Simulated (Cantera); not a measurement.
Input: 1 mol C2H2, 0.09 mol O2, 0.04 mol CO2, held at 1 atm.

These are equilibrium values from Cantera (NASA tables, ideal gas, pure condensed phases), not measurements of a reactor. Candidate condensed phases: C, C6H6, C7H8, C8H18, H2O; 110 gas species. Equilibrium is a limit: real reactors are often held back by kinetics, nucleation or transport. All values below are at 1698 K.

Base state: H2 0.793, CO 0.206, CH4 0.000702, H 0.000128, H2O 8.09e-5, C2H2 (acetylene) 5.71e-5 (mole fractions); condensed: C(graphite).

### Question
What changes in the equilibrium state with this change: CO2 from 0.04 to 0.16 mol?

### Answer
```csv
species,before,after
H2,0.793,0.666
CO,0.206,0.333
CH4,0.000702,0.000496
CO2,6.18e-6,1.61e-5
H2O,8.09e-5,0.000110
C2H2 (acetylene),5.71e-5,4.80e-5
"C(graphite), mol",1.78,1.66
```
